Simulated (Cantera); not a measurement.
Feed: 1 mol C3H8, 0.22 mol CO2, 4.2 mol H2, 0.025 mol O2, held at 0.100 bar.

Equilibrium computed with Cantera from the NASA thermochemical tables; the gas is ideal and each condensed phase is pure. Candidate condensed phases: C, C6H6, C7H8, C8H18, H2O; 110 gas species. Equilibrium is a limit: real reactors are often held back by kinetics, nucleation or transport.

Question: At 1450 K, list the 5 most abundant gas species with their mole fractions, and the condensed phases.

Answer: H2 0.943, CO 0.0564, CH4 0.000294, H 2.90e-5, H2O 1.33e-5. Condensed: C(graphite).
